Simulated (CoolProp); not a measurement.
Vapour-liquid equilibrium of R245fa (1) + n-pentane (2) at 73.25 °C; x and y are mole fractions of (1).

Computed with CoolProp (multi-fluid Helmholtz-energy mixture model, Akasaka 2015 and Thol 2019; pair parameters Bell 2016).

Give the bubble pressure and the first vapour's composition at x = 0.15, 0.55, 0.85. Is there an azeotrope?

x = 0.15: 5.669 bar, y = 0.482; x = 0.55: 7.265 bar, y = 0.667; x = 0.85: 7.311 bar, y = 0.808. y crosses x between x = 0.65 and 0.75: the model has an azeotrope there.

Pair parameters are fitted to limited data, so mixtures are less certain than the pure fluids. With so large a gap from Raoult's law the liquid may split in two, which this calculation doesn't test in full.
